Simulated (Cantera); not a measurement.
Thermal oxidation and active oxidation of silicon: Si + H2O + H2

Input: 1 mol Si, a varied amount of H2O, 230 mol H2, equilibrated at 2023 K and 13.3 mbar.

Cantera equilibrium calculation (NASA polynomials, part measured and part estimated; ideal gas, pure solids and liquids). Candidate condensed phases: H2O, Si, SiO2; 18 gas species. Gases not in the tables: Si2H6 and higher silanes. Kinetics and transport are ignored.

```json
[
 {"n(H2O) (mol)": "0.091", "x H2": "0.979", "x H": "0.0163", "x H2O": "4.08e-9", "x SiO": "0.000391"},
 {"n(H2O) (mol)": "0.13", "x H2": "0.979", "x H": "0.0163", "x H2O": "6.08e-9", "x SiO": "0.000558"},
 {"n(H2O) (mol)": "0.17", "x H2": "0.979", "x H": "0.0163", "x H2O": "8.33e-9", "x SiO": "0.000730"},
 {"n(H2O) (mol)": "0.24", "x H2": "0.979", "x H": "0.0163", "x H2O": "1.28e-8", "x SiO": "0.00103"},
 {"n(H2O) (mol)": "0.33", "x H2": "0.979", "x H": "0.0163", "x H2O": "1.99e-8", "x SiO": "0.00142"},
 {"n(H2O) (mol)": "0.45", "x H2": "0.979", "x H": "0.0163", "x H2O": "3.30e-8", "x SiO": "0.00193"},
 {"n(H2O) (mol)": "0.62", "x H2": "0.979", "x H": "0.0163", "x H2O": "6.56e-8", "x SiO": "0.00266"},
 {"n(H2O) (mol)": "0.86", "x H2": "0.979", "x H": "0.0163", "x H2O": "2.46e-7", "x SiO": "0.00368"},
 {"n(H2O) (mol)": "1.2", "x H2": "0.979", "x H": "0.0163", "x H2O": "0.000853", "x SiO": "0.00427"},
 {"n(H2O) (mol)": "1.6", "x H2": "0.977", "x H": "0.0163", "x H2O": "0.00255", "x SiO": "0.00426"},
 {"n(H2O) (mol)": "2.2", "x H2": "0.974", "x H": "0.0162", "x H2O": "0.00509", "x SiO": "0.00425"},
 {"n(H2O) (mol)": "3.1", "x H2": "0.971", "x H": "0.0162", "x H2O": "0.00888", "x SiO": "0.00424"},
 {"n(H2O) (mol)": "4.3", "x H2": "0.966", "x H": "0.0162", "x H2O": "0.0139", "x SiO": "0.00422"}
]
```
x: gas mole fraction; nothing condenses.

From 0.091 mol H2O to 4.3 mol H2O nothing is condensed. The main Si-bearing gas is Si at 0.091 mol H2O and SiO at 4.3 mol H2O.
